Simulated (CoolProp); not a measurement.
R1234ze(E) at several states: Z from the reference equation and from simpler models built on Tc = 109.4 °C, pc = 3.635 MPa, ω = 0.313; each cubic takes its own stable root.

Values from CoolProp's reference Helmholtz-energy equation of state, Thol 2016.

```
T (°C)  p (MPa)   phase  reference  van der Waals  Soave-Redlich-Kwong
------  -------  ------  ---------  -------------  -------------------
88.15      10.5  liquid     0.3938         0.5798               0.4405
20.45      1.41  liquid    0.05570        0.09401              0.06214
141.05   0.0126     gas     0.9991         0.9992               0.9991
133.75    0.969     gas     0.9210         0.9278               0.9239
-64.15    0.272  liquid    0.01265        0.02145              0.01404
```
